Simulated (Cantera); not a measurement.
Cantera run:

```python
import numpy as np
import cantera as ct

gas_names = """
    N
""".split()
cond_names = """
    Cr(cr) Cr(L) Cr2N(s)
""".split()


def load(file, names, dense=False):
    # The tables refer to 1 bar. Condensed volumes are neglected.
    table = {s.name: s for s in ct.Species.list_from_file(file)}
    out = []
    for n in names:
        d = dict(table[n].input_data)
        d["thermo"] = dict(d["thermo"], **{"reference-pressure": 1e5})
        if dense:
            d["equation-of-state"] = {"model": "constant-volume", "density": "1e6 g/cm^3"}
        out.append(ct.Species.from_dict(d))
    return out


species = {s.name: s for s in load("nasa_gas.yaml", gas_names) + load("nasa_condensed.yaml", cond_names)}
# Each term lists the table entries of one substance; the one whose range holds T is used.
reactions = {
    '2 Cr + N(g) = Cr2N':
        [(-2, ['Cr(cr)', 'Cr(L)']), (-1, ['N']), (1, ['Cr2N(s)'])],
}


def pick(names, T):
    return next(species[n] for n in names if species[n].thermo.min_temp <= T <= species[n].thermo.max_temp)


results = []
for label, terms in reactions.items():
    print(label)
    print("     T/K   dH/kJ  dS/(J/K)   dG/kJ   log10 K")
    for T in [300, 975, 1050, 1125, 1200, 1275, 1350, 1425, 1500, 1575, 1650]:
        used = [(nu, pick(names, T)) for nu, names in terms]
        dH = sum(nu * s.thermo.h(T) for nu, s in used) / 1e6
        dS = sum(nu * s.thermo.s(T) for nu, s in used) / 1e3
        dG = dH - T * dS / 1e3
        logK = -dG * 1e6 / (ct.gas_constant * T * np.log(10))
        results.append((label, T, dH, dS, dG, logK, [s.name for _, s in used]))
        print(f"{T:8g} {dH:8.1f} {dS:8.1f} {dG:8.1f} {logK:8.2f}")
```

It prints:

```
2 Cr + N(g) = Cr2N
     T/K   dH/kJ  dS/(J/K)   dG/kJ   log10 K
     300   -598.2   -135.6   -557.5    97.07
     975   -595.8   -132.1   -467.0    25.02
    1050   -595.3   -131.7   -457.1    22.74
    1125   -594.9   -131.3   -447.2    20.76
    1200   -594.5   -130.9   -437.4    19.04
    1275   -594.2   -130.7   -427.6    17.52
    1350   -593.9   -130.5   -417.8    16.16
    1425   -593.7   -130.3   -408.0    14.96
    1500   -593.6   -130.2   -398.2    13.87
    1575   -593.5   -130.2   -388.5    12.88
    1650   -593.6   -130.2   -378.7    11.99
```

Cantera with NASA thermochemical tables; ideal gases at 1 bar, condensed phases pure. Condensed species are held in their standard states even where they would react or evaporate.
